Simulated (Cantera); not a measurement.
An isothermal, constant-pressure homogeneous reactor starts with NH3 : N2 = 1 : 6.2 (molar parts), at 1825 K and 10.00 Torr. Integrator tolerance rtol = 1e-08.

Detailed kinetics in Cantera: the gas-phase N/H chemistry of the illustrative SiF4/NH3 mechanism in the Surface Chemkin manual (1991). Walls and surfaces, which speed up NH3 decomposition in real reactors, are not modelled.

### Question
What does this change do: pressure from 10.00 Torr to 20.0 Torr?

### Answer
```
quantity                                             before                                     after
-----------------  ----------------------------------------  ----------------------------------------
x(NH3) at 10.0 s     0.0321 (gas-phase equilibrium 2.57e-8)    0.0167 (gas-phase equilibrium 5.16e-8)
x(H2) at 10.0 s         0.141 (gas-phase equilibrium 0.182)       0.161 (gas-phase equilibrium 0.182)
x(NH2) at 10.0 s   8.12e-5 (gas-phase equilibrium 6.27e-10)  4.65e-5 (gas-phase equilibrium 8.88e-10)
x(N2) at 10.0 s         0.827 (gas-phase equilibrium 0.816)       0.822 (gas-phase equilibrium 0.817)
x(NH) at 10.0 s    3.26e-6 (gas-phase equilibrium 2.57e-10)  2.12e-6 (gas-phase equilibrium 2.58e-10)
x(N2H2) at 10.0 s    1.56e-7 (gas-phase equilibrium <1e-12)    5.57e-8 (gas-phase equilibrium <1e-12)
```

### Question
What does this change do: NH3 1 to 0.21 parts?

### Answer
| quantity | before | after |
|---|---|---|
| x(NH3) at 10.0 s | 0.0321 (gas-phase equilibrium 2.57e-8) | 0.00770 (gas-phase equilibrium 3.66e-9) |
| x(H2) at 10.0 s | 0.141 (gas-phase equilibrium 0.182) | 0.0363 (gas-phase equilibrium 0.0471) |
| x(NH2) at 10.0 s | 8.12e-5 (gas-phase equilibrium 6.27e-10) | 3.13e-5 (gas-phase equilibrium 1.75e-10) |
| x(N2) at 10.0 s | 0.827 (gas-phase equilibrium 0.816) | 0.956 (gas-phase equilibrium 0.952) |
| x(NH) at 10.0 s | 3.26e-6 (gas-phase equilibrium 2.57e-10) | 1.95e-6 (gas-phase equilibrium 1.42e-10) |
| x(N2H2) at 10.0 s | 1.56e-7 (gas-phase equilibrium <1e-12) | 3.40e-8 (gas-phase equilibrium <1e-12) |
